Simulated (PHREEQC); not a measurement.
Model water analysis in mmol/kgw, 83 °C, pH 3.52, pe 10.7:

```tsv
constituent	mmol/kgw
Na	6.67
K	0.00038
Ca	4.82
Mg	7.86
Cl	9.31
S(6)	5.85
Fe(3)	0.0319
```

Valence states are taken as typed.

Equilibrium calculation in PHREEQC: ion-association model, phreeqc.dat.

This is a speciation only: nothing precipitates in the calculation.

**Question.** Order these Fe species by the share of Fe that they hold, largest first: Fe(OH)2+, FeSO4+, FeOH+2, Fe(OH)3, Fe+3.

**Answer.** Fe(OH)2+ (79 %), FeOH+2 (20 %), FeSO4+ (1.2 %), Fe(OH)3 (0.23 %), Fe+3 (0.10 %)

The pH is 3.52 and the ionic strength 0.0322 mol/kgw. Saturation is exceeded, for instance for Hematite (slow to form), Goethite (slow to form); the values hold only as long as no solid forms. Constants without temperature data keep their 25 °C values here.
